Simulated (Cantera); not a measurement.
Input: 1 mol Si3N4, 0.69 mol O2, 8.5 mol H2, at 10.0 Torr.

Method: chemical equilibrium by Gibbs-energy minimisation in Cantera with the NASA 1993 tables (ideal gas, pure condensed phases). Candidate condensed phases: H2O, Si, SiO2, Si2N2O, Si3N4; 35 gas species. Mutual solubility and eutectic melting of coexisting phases are not modelled. The tables' values for SiN are old estimates; treat these amounts as uncertain. Gases not in the tables: Si2H6 and higher silanes. The numbers say what is thermodynamically allowed, not how fast it happens.

x: gas mole fraction; n: condensed amount in mol.

| T (K) | x H2 | x N2 | x SiO | x H | x Si | n Si2N2O(s) | n Si3N4(s) | n Si(s) | n Si(l) |
|---|---|---|---|---|---|---|---|---|---|
| 1625 | 0.947 | 0.0516 | 0.000930 | 0.000595 | 9.31e-6 | 1.37 | 0.0827 | 0 | 0 |
| 1650 | 0.946 | 0.0518 | ___ | ___ | ___ | 1.36 | 0.0852 | 0 | 0 |
| 1675 | 0.925 | 0.0707 | 0.00316 | 0.000967 | 3.26e-5 | 1.35 | 0 | 0.269 | 0 |
| 1700 | 0.917 | 0.0742 | 0.00728 | 0.00122 | 5.09e-5 | 1.31 | 0 | 0 | 0.307 |
| 1725 | 0.900 | 0.0818 | 0.0161 | 0.00153 | 7.61e-5 | 1.23 | 0 | 0 | 0.390 |
| 1750 | 0.870 | 0.0960 | 0.0325 | 0.00188 | 0.000113 | 1.06 | 0 | 0 | 0.555 |
| 1775 | 0.818 | ___ | ___ | ___ | ___ | ___ | 0 | 0 | ___ |
| 1800 | 0.736 | 0.157 | 0.103 | 0.00266 | 0.000238 | 0.189 | 0 | 0 | 1.43 |
| 1825 | 0.712 | 0.168 | 0.116 | 0.00322 | 0.000341 | 0 | 0 | 0 | 1.61 |
| 1850 | 0.712 | 0.168 | 0.116 | 0.00394 | 0.000484 | 0 | 0 | 0 | 1.61 |
| 1875 | 0.711 | 0.168 | 0.116 | 0.00479 | 0.000679 | 0 | 0 | 0 | 1.61 |

Problem. What belongs in the gaps?

Solution. 
- 1650, x SiO: 0.00177
- 1650, x H: 0.000765
- 1650, x Si: 2.01e-5
- 1775, x N2: 0.120
- 1775, x SiO: 0.0601
- 1775, x H: 0.00227
- 1775, x Si: 0.000165
- 1775, n Si2N2O(s): 0.756
- 1775, n Si(l): 0.862
